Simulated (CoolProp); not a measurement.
A simple Rankine cycle with the fluoroketone C6F12O (FK-5-1-12): condensing at 291.15 K, boiler at 0.122 MPa, turbine inlet 329.6 K, turbine efficiency 0.75, pump efficiency 0.8, no recuperator. Each further row changes one setting.

Values from CoolProp's reference Helmholtz-energy equation of state, McLinden 2015.

```json
[
 {"case": "as stated", "thermal efficiency (%)": "6.6", "net work (kJ/kg)": "8.52", "heat in (kJ/kg)": "129", "turbine exit temperature (K)": "…", "volume ratio over the turbine": "…"},
 {"case": "turbine inlet 349.6 K", "thermal efficiency (%)": "6.2", "net work (kJ/kg)": "9.13", "heat in (kJ/kg)": "147", "turbine exit temperature (K)": "337.8", "volume ratio over the turbine": "…"},
 {"case": "condensing temperature 283.15 K", "thermal efficiency (%)": "7.8", "net work (kJ/kg)": "10.8", "heat in (kJ/kg)": "…", "turbine exit temperature (K)": "…", "volume ratio over the turbine": "6.02"},
 {"case": "boiler pressure 0.0854 MPa", "thermal efficiency (%)": "…", "net work (kJ/kg)": "6.47", "heat in (kJ/kg)": "129", "turbine exit temperature (K)": "321.1", "volume ratio over the turbine": "2.88"},
 {"case": "turbine efficiency 0.65", "thermal efficiency (%)": "…", "net work (kJ/kg)": "7.37", "heat in (kJ/kg)": "129", "turbine exit temperature (K)": "319.2", "volume ratio over the turbine": "4.19"}
]
```

Question: What belongs in the gaps?

Answer: 
- as stated, turbine exit temperature (K): 317.9
- as stated, volume ratio over the turbine: 4.17
- turbine inlet 349.6 K, volume ratio over the turbine: 4.13
- condensing temperature 283.15 K, heat in (kJ/kg): 137
- condensing temperature 283.15 K, turbine exit temperature (K): 315.1
- boiler pressure 0.0854 MPa, thermal efficiency (%): 5.0
- turbine efficiency 0.65, thermal efficiency (%): 5.7
